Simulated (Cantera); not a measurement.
What does this Cantera script print?

```python
import numpy as np
import cantera as ct

gas_names = """
    C CO CO2 C2 C2O C3 C3O2 C4 C5 Fe FeC5O5 FeO O O2 O3
""".split()
cond_names = """
    C(gr) Fe(a) Fe(c) Fe(d) Fe(L) FeC5O5(L) FeO(s) FeO(L) Fe2O3(s) Fe3O4(s)
""".split()


def load(file, names, dense=False):
    # The tables refer to 1 bar. Condensed volumes are neglected.
    table = {s.name: s for s in ct.Species.list_from_file(file)}
    out = []
    for n in names:
        d = dict(table[n].input_data)
        d["thermo"] = dict(d["thermo"], **{"reference-pressure": 1e5})
        if dense:
            d["equation-of-state"] = {"model": "constant-volume", "density": "1e6 g/cm^3"}
        out.append(ct.Species.from_dict(d))
    return out


gas = ct.Solution(thermo="ideal-gas", species=load("nasa_gas.yaml", gas_names))
cond = {s.name: ct.Solution(thermo="fixed-stoichiometry", species=[s], name=s.name)
        for s in load("nasa_condensed.yaml", cond_names, dense=True)}
atoms = {
    'Fe': {'Fe': 1},
    'CO2': {'C': 1, 'O': 2},
    'CO': {'C': 1, 'O': 1},
}
top_T = {'C(gr)': 4500, 'Fe2O3(s)': 1830, 'Fe3O4(s)': 1870}  # K; cautious upper limits of use, not melting points


def equilibrate(T, P, feed):
    n = {}
    for name, mol in feed.items():
        for a, k in atoms[name].items():
            n[a] = n.get(a, 0.0) + k * mol
    gas.TPX = T, P, n
    mass = sum(n.values()) * gas.mean_molecular_weight
    gas.equilibrate("TP")
    valid = [c for c in cond.values() if c.min_temp <= T <= top_T.get(c.name, c.max_temp)]
    mix = ct.Mixture([(gas, mass / gas.mean_molecular_weight)] + [(c, 0.0) for c in valid])
    mix.T, mix.P = T, P
    mix.equilibrate("TP", solver="vcs", rtol=1e-11, max_steps=5000)
    return mix


results = []
T = 1148  # K
P = 1300  # Pa
for m in [1.5, 2.7, 4.7, 8.2, 14, 25, 44, 77]:
    feed = {'Fe': 1, 'CO2': 0.011, 'CO': m}  # mol
    mix = equilibrate(T, P, feed)
    results.append((T, P, feed, dict(zip(mix.species_names, mix.species_moles))))
    x = sorted(zip(gas.X, gas.species_names), reverse=True)
    print(f"T = {T:g} K  P = {P:g} Pa  n(CO) = {m:g} mol  gas = {mix.phase_moles(0):.4g} mol")
    print("   x: " + "  ".join(f"{s} {v:.3e}" for v, s in x if v > 0.001))
    print("   condensed (mol): " + ("  ".join(f"{mix.phase(i).name} {mix.phase_moles(i):.4g}"
          for i in range(1, mix.n_phases) if mix.phase_moles(i) > 1e-12) or "none"))
```

It prints:

```
T = 1148 K  P = 1300 Pa  n(CO) = 1.5 mol  gas = 1.511 mol
   x: CO 9.927e-01  CO2 7.280e-03
   condensed (mol): Fe(a) 1
T = 1148 K  P = 1300 Pa  n(CO) = 2.7 mol  gas = 2.711 mol
   x: CO 9.959e-01  CO2 4.058e-03
   condensed (mol): Fe(a) 1
T = 1148 K  P = 1300 Pa  n(CO) = 4.7 mol  gas = 4.711 mol
   x: CO 9.977e-01  CO2 2.335e-03
   condensed (mol): Fe(a) 1
T = 1148 K  P = 1300 Pa  n(CO) = 8.2 mol  gas = 8.211 mol
   x: CO 9.987e-01  CO2 1.340e-03
   condensed (mol): Fe(a) 1
T = 1148 K  P = 1300 Pa  n(CO) = 14 mol  gas = 14.01 mol
   x: CO 9.992e-01
   condensed (mol): Fe(a) 1
T = 1148 K  P = 1300 Pa  n(CO) = 25 mol  gas = 25.01 mol
   x: CO 9.995e-01
   condensed (mol): C(gr) 0.002213  Fe(a) 1
T = 1148 K  P = 1300 Pa  n(CO) = 44 mol  gas = 44 mol
   x: CO 9.995e-01
   condensed (mol): C(gr) 0.01225  Fe(a) 1
T = 1148 K  P = 1300 Pa  n(CO) = 77 mol  gas = 76.98 mol
   x: CO 9.995e-01
   condensed (mol): C(gr) 0.02967  Fe(a) 1
```

These are equilibrium values from Cantera (NASA tables, ideal gas, pure condensed phases), not measurements of a reactor. Condensed phases not in the tables: cementite and carbon dissolved in iron.
